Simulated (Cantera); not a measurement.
Feed: 1 mol CH2F2, 0.027 mol HCl, equilibrated at 1025 °C and 0.0340 bar.

Cantera equilibrium calculation (NASA polynomials, part measured and part estimated; ideal gas, pure solids and liquids). Candidate condensed phases: C, C6H6, C7H8, C8H18; 118 gas species. Equilibrium is a limit: real reactors are often held back by kinetics, nucleation or transport.

Base state: HF 0.987, HCl 0.0133, Cl 2.02e-5, H2 1.04e-5 (mole fractions); condensed: C(graphite).

**Question.** What changes in the equilibrium state with this change: 0.033 mol CH4 added?

**Answer.** 
| species | before | after |
|---|---|---|
| HF | 0.987 | 0.956 |
| H2 | 1.04e-5 | 0.0315 |
| HCl | 0.0133 | 0.0129 |
| Cl | 2.02e-5 | 3.56e-7 |
| C(graphite), mol | 1.00 | 1.03 |
